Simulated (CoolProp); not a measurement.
Values from CoolProp's reference Helmholtz-energy equation of state, Setzmann 1991.

### Question
Give the vapour pressure (MPa), liquid density (kg/m³), vapour Z, liquid viscosity (µPa s) of saturated methane at -131.45 °C.

### Answer
```csv
T (°C),p (MPa),liquid density (kg/m³),vapour Z,liquid viscosity (µPa s)
-131.45,0.699,374,0.863,66.1
```

Viscosity comes from a separate model (Quiñones-Cisneros 2006).
